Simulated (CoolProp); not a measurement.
Properties of isohexane along the isotherm 550 K.

Values from CoolProp's reference Helmholtz-energy equation of state, Lemmon 2006. It is a short technical equation, of lower accuracy than the large ones.

```
p (kPa)          phase       Z  isothermal compressibility (1/MPa)  fugacity coefficient
-------  -------------  ------  ----------------------------------  --------------------
96.2               gas  0.9922                               10.48                0.9923
171                gas  0.9862                               5.931                0.9863
304                gas  0.9752                               3.374                0.9757
541                gas  0.9554                               1.937                0.9570
962                gas  0.9188                               1.136                0.9239
1710               gas  0.8492                              0.6995                0.8662
3040               gas  0.7077                              0.4927                0.7664
5410     supercritical  0.4365                              0.3312                0.6010
9620     supercritical  0.4865                             0.03921                0.4338
17100    supercritical  0.7354                             0.01305                0.3443
30400    supercritical   1.167                            0.005866                0.3312
```
